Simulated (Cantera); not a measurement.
A Cantera script and what it prints.

```python
import numpy as np
import cantera as ct

gas_names = """
    C CN CO COS CO2 CS CS2 C2 CCN CNC C2N2 C2O C3 C3O2 C4 C4N2 C5 N NCO NO NO2 NO3 N2 N2O O O2 O3 S SN
    SO SO2 SO3 S2 S2O S8
""".split()
cond_names = """
    C(gr) S(cr1) S(cr2) S(L)
""".split()


# ... load() reads the species with a 1 bar reference pressure and builds the phases ...
atoms = {
    'CS2': {'C': 1, 'S': 2},
    'O2': {'O': 2},
    'N2': {'N': 2},
}
top_T = {'C(gr)': 4500}  # K; cautious upper limits of use, not melting points


# ... equilibrate(T, P, feed) seeds the gas with the atoms and calls Mixture.equilibrate('TP', solver="vcs", rtol=1e-11, max_steps=5000) ...
results = []
feed = {'CS2': 1, 'O2': 0.035, 'N2': 47}  # mol
T = 2698.15  # K
P = 101325  # Pa
mix = equilibrate(T, P, feed)
results.append((T, P, feed, dict(zip(mix.species_names, mix.species_moles))))
print(gas.report(threshold=0.0001))
for i in range(1, mix.n_phases):
    print(f"{mix.phase(i).name:16s} {mix.phase_moles(i):12.5e} mol")
```

Result:

```
       temperature   2698.2 K
          pressure   1.0133e+05 Pa
           density   0.12935 kg/m^3
  mean mol. weight   28.638 kg/kmol
   phase of matter   gas

                          1 kg             1 kmol
                     ---------------   ---------------
          enthalpy        3.1227e+06        8.9428e+07  J
   internal energy        2.3393e+06        6.6994e+07  J
           entropy            9254.3        2.6502e+05  J/K
    Gibbs function       -2.1847e+07       -6.2565e+08  J
 heat capacity c_p            1286.8             36852  J/K
 heat capacity c_v            996.48             28537  J/K

                      mass frac. Y      mole frac. X     chem. pot. / RT
                     ---------------   ---------------   ---------------
                CO         0.0014059         0.0014375           -40.222
                CS           0.02656          0.017259           -22.185
               CS2         0.0048042         0.0018072           -38.422
                N2           0.94453           0.96557           -28.013
                 S         0.0083928          0.007497           -16.237
                S2           0.01418         0.0063332           -32.474
     [  +29 minor]        0.00012434        9.4521e-05

C(gr)             0.00000e+00 mol
S(L)              0.00000e+00 mol
```

Method: chemical equilibrium by Gibbs-energy minimisation in Cantera with the NASA 1993 tables (ideal gas, pure condensed phases).
